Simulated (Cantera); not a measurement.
Feed: 1 mol Si, 8.7 mol CO, 33 mol H₂, held at 870 Pa.

Equilibrium computed with Cantera from the NASA thermochemical tables; the gas is ideal and each condensed phase is pure. Candidate condensed phases: C, C₆H₆, C₇H₈, C₈H₁₈, H₂O, Si, SiC, SiO₂; 123 gas species. The tables hold silica as quartz up to 1696 K and as liquid above; real silica turns to tridymite and cristobalite and melts near 1996 K. The numbers say what is thermodynamically allowed, not how fast it happens.

Over these rows the condensed part is C(graphite) + SiO₂(β-quartz). Partial pressures as log10 of bar:

| T (K) | 1000/T (1/K) | log p H₂O | log p H₂ | log p CO |
|---|---|---|---|---|
| 950 | 1.0526 | -5.01 | -2.14 | -2.84 |
| 1025 | 0.9756 | -5.55 | -2.14 | -2.83 |
| 1100 | 0.9091 | -6.02 | -2.14 | -2.83 |
| 1175 | 0.8511 | ? | -2.14 | -2.83 |
| 1250 | 0.8000 | -6.80 | -2.14 | -2.83 |
| 1325 | 0.7547 | -7.12 | -2.14 | -2.83 |

**Question.** Fit log p(H₂O) = a + b·(1000/T) to the five rows, give the apparent enthalpy, and predict the row at 1175 K.

**Answer.** Means: 1000/T = 0.8984, log p = -6.100. Sxy = 0.426848, Sxx = 0.0601842, so b = 7.09 and a = -6.100 − (7.09)×0.8984 = -12.47.
Apparent enthalpy: −19.145 × (7.09) = -136 kJ/mol. With the condensed phases at unit activity, H₂(g) + CO(g) = H₂O(g) + C(graphite) links this pressure to the main gases: over the six rows their terms move log p by +0.01 in all, so the slope is close to that reaction's ΔH°. The five rows lie within 0.01 of the line.
Prediction at 1175 K: -12.47 + (7.09)×0.8511 = -6.44. The computed value is -6.43, 0.01 from the line.
